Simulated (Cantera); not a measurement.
**Thermodynamics of chlorosilane synthesis and conversion, feed SiCl₄ + H₂**

A closed system holds: 1 mol SiCl₄, 3.3 mol H₂, held at 1350 Torr.

Equilibrium computed with Cantera from the NASA thermochemical tables; the gas is ideal and each condensed phase is pure. Candidate condensed phases: Si; 19 gas species. The tables' values for SiCl₃ are old estimates; treat these amounts as uncertain. Rates play no part.

```tsv
T (°C)	x H₂	x SiCl₄	x HCl	x SiHCl₃	x SiCl₃	x SiH₂Cl₂	x SiCl₂
227	0.767	0.232	0.000532	0.000532	1.95e-11	4.19e-8	<1e-12
277	0.766	0.231	0.00116	0.00116	4.43e-10	2.45e-7	<1e-12
327	0.765	0.230	0.00220	0.00220	5.95e-9	1.05e-6	<1e-12
377	0.764	0.229	0.00377	0.00376	5.34e-8	3.59e-6	8.03e-12
427	0.761	0.227	0.00595	0.00593	3.49e-7	1.02e-5	1.77e-10
477	0.759	0.224	0.00879	0.00874	1.76e-6	2.51e-5	2.57e-9
527	0.755	0.220	0.0123	0.0122	7.25e-6	5.46e-5	2.65e-8
577	0.751	0.216	0.0165	0.0163	2.51e-5	0.000108	2.07e-7
627	0.746	0.211	0.0214	0.0209	7.51e-5	0.000197	1.27e-6
677	0.741	0.206	0.0269	0.0260	0.000199	0.000333	6.42e-6
727	0.735	0.200	0.0330	0.0314	0.000475	0.000531	2.73e-5
777	0.728	0.194	0.0397	0.0369	0.00103	0.000800	9.98e-5
827	0.721	0.187	0.0471	0.0421	0.00207	0.00114	0.000318
```
x: gas mole fraction; nothing condenses.

From 227 °C to 827 °C nothing is condensed. The main Si-bearing gas is SiCl₄ throughout.
